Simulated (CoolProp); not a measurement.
Vapour-liquid equilibrium of octamethyltrisiloxane (MDM) (1) + octamethylcyclotetrasiloxane (D4) (2) at 514.4 K; x and y are mole fractions of (1).

The numbers come from the multi-fluid Helmholtz-energy mixture model, Thol 2017 and Thol 2015; pair parameters Bell 2016 in CoolProp.

**Question.** Give the bubble pressure and the first vapour's composition at x = 0.05, 0.35, 0.95. Is there an azeotrope?

**Answer.** x = 0.05: 427.1 kPa, y = 0.070; x = 0.35: 495.8 kPa, y = 0.424; x = 0.95: 634.1 kPa, y = 0.962. No azeotrope shows between x = 0.05 and 0.95.

The pair parameters rest on a limited set of measurements; away from them the model extrapolates.
